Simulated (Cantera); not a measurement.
## Carbothermic reduction: PbO + C + N2

Feed: 1 mol PbO, 4 mol C, 0.33 mol N2, equilibrated at 777 °C and 11.0 mbar.

These are equilibrium values from Cantera (NASA tables, ideal gas, pure condensed phases), not measurements of a reactor. Candidate condensed phases: C, Pb, PbO, PbO2, Pb3O4; 27 gas species. The numbers say what is thermodynamically allowed, not how fast it happens.

```yaml
x(CO): 0.747
x(N2): 0.247
x(Pb): 0.00423
x(CO2): 0.00131
n(C(graphite)): 3.00 mol
n(Pb(l)): 0.994 mol
gas_amount: 1.334 mol
log10 activity of PbO2(s) (absent): -21.11
```
